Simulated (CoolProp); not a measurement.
Saturation properties of water.

The numbers come from the reference Helmholtz-energy equation of state, Wagner 2002 in CoolProp.

| T (K) | p (bar) | enthalpy of vaporisation (kJ/kg) | liquid cp (kJ/(kg K)) | vapour viscosity (µPa s) |
|---|---|---|---|---|
| 397.6 | 2.283 | 2190 | 4.251 | 13.1 |
| 424.8 | 4.976 | 2109 | 4.311 | 14.0 |
| 451.9 | 9.743 | 2019 | 4.400 | [?] |
| 479 | 17.54 | 1917 | 4.527 | 15.9 |
| 506.2 | 29.57 | 1799 | [?] | 16.8 |
| 533.3 | 47.04 | 1661 | [?] | 17.8 |
| 560.4 | 71.48 | 1495 | 5.432 | 19.0 |
| 587.6 | 104.8 | 1288 | 6.268 | 20.4 |
| 614.7 | 148.9 | 1008 | 8.423 | 22.6 |

Problem. Some entries are withheld; supply them.

Solution. 
- 451.9, vapour viscosity (µPa s): 14.9
- 506.2, liquid cp (kJ/(kg K)): 4.712
- 533.3, liquid cp (kJ/(kg K)): 4.988

It boils at 373.1 K under 1 atm.

Viscosity comes from a separate model (Huber 2009).
